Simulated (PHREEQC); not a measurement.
1 kg of water holding 0.42 mol/kgw MgCl2, 0.034 mol/kgw NaCl, 0.021 mol/kgw KCl and 0.052 mol/kgw CaCl2 is evaporated at 15 °C; the solids stay in contact with the brine. CO2 from the air is kept out. Solids allowed: Bischofite, Brucite, Carnallite, Halite, Portlandite, Sylvite, MgCl2_4H2O. Others were left out.

The series has 14 steps of water left (kg), from 1 to 0.07492.

Model: Pitzer model, pitzer.dat, run in PHREEQC.

Question: Which solids form, in which order, and at which step of the series does each first stand?

Answer: Carnallite from water left = 0.09367 kg; Halite from water left = 0.09367 kg; Bischofite from water left = 0.07492 kg.

Species that the database lacks are ignored.
